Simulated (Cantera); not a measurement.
# Stirred combustor or abatement burner

A perfectly stirred reactor is fed with 3.46 % C2H6, 16.6 % O2, 62.3 % N2, 17.7 % CO2, equivalence ratio 0.73, at 100000 Pa; it is adiabatic with a 625 K inlet, and is followed from long to short residence time, starting on the burning branch (τ in s: 0.24, 0.089, 0.032, 0.012, 0.0043, 0.0016, 0.00057, 0.00021, 7.5e-05).

Cantera simulation using GRI-Mech 3.0 (53 species, 325 reactions); the numbers are that mechanism's predictions, not measurements.

```json
[
 {"τ (s)": "0.24", "T (K)": "1821", "x C2H6": "5.74e-7", "x O2": "0.0443", "x CO2": "0.240", "x C2H": "1.62e-9", "x NO": "3.66e-5", "x CH2": "1.45e-8", "x HO2": "9.42e-7"},
 {"τ (s)": "0.089", "T (K)": "1812", "x C2H6": "1.21e-6", "x O2": "0.0447", "x CO2": "0.239", "x C2H": "3.07e-9", "x NO": "2.75e-5", "x CH2": "3.32e-8", "x HO2": "1.56e-6"},
 {"τ (s)": "0.032", "T (K)": "1795", "x C2H6": "2.54e-6", "x O2": "0.0455", "x CO2": "0.237", "x C2H": "5.26e-9", "x NO": "2.01e-5", "x CH2": "7.88e-8", "x HO2": "2.74e-6"},
 {"τ (s)": "0.012", "T (K)": "1771", "x C2H6": "5.18e-6", "x O2": "0.0467", "x CO2": "0.233", "x C2H": "7.73e-9", "x NO": "1.43e-5", "x CH2": "1.81e-7", "x HO2": "4.71e-6"},
 {"τ (s)": "0.0043", "T (K)": "1735", "x C2H6": "1.12e-5", "x O2": "0.0485", "x CO2": "0.229", "x C2H": "1.00e-8", "x NO": "1.02e-5", "x CH2": "4.21e-7", "x HO2": "8.08e-6"},
 {"τ (s)": "0.0016", "T (K)": "1690", "x C2H6": "2.50e-5", "x O2": "0.0511", "x CO2": "0.223", "x C2H": "1.15e-8", "x NO": "7.54e-6", "x CH2": "9.15e-7", "x HO2": "1.33e-5"},
 {"τ (s)": "0.00057", "T (K)": "1628", "x C2H6": "6.60e-5", "x O2": "0.0550", "x CO2": "0.215", "x C2H": "1.30e-8", "x NO": "4.90e-6", "x CH2": "2.08e-6", "x HO2": "2.30e-5"},
 {"τ (s)": "0.00021", "T (K)": "625", "x C2H6": "0.0346", "x O2": "0.166", "x CO2": "0.177", "x C2H": "<1e-12", "x NO": "<1e-12", "x CH2": "<1e-12", "x HO2": "<1e-12"},
 {"τ (s)": "7.5e-5", "T (K)": "625", "x C2H6": "0.0346", "x O2": "0.166", "x CO2": "0.177", "x C2H": "<1e-12", "x NO": "<1e-12", "x CH2": "<1e-12", "x HO2": "<1e-12"}
]
```
x: mole fraction; the columns are a selection and need not sum to one.
